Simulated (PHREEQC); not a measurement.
Consider water at 25 °C with 0.25 mol/kgw H2SO4, 0.0035 mol/kgw CuSO4 and 0.48 mol/kgw MnSO4. Closed to the air; pH follows from the charge balance.

All values are PHREEQC results (ion-association model, phreeqc.dat), not measurements.

```tsv
quantity	before	after
pH	0.95	0.66
ionic strength (mol/kgw)	1.19	0.317
HSO4- (mol/kgw)	0.349	0.221
SO4-2 (mol/kgw)	0.185	0.0312
Cu+2 (mol/kgw)	0.00194	0.00247
CuSO4 (mol/kgw)	0.00156	0.00103
```

Q: Which change was made?
A. temperature from 25 to 20 °C
B. MnSO4 left out
C. CuSO4 from 0.0035 to 0.00035 mol/kgw
D. H2SO4 from 0.25 to 0.275 mol/kgw

A: B, MnSO4 left out

This is a speciation only: nothing precipitates in the calculation. The ionic strength passes 0.7 mol/kgw, the rough limit of the ion-association models, in before.
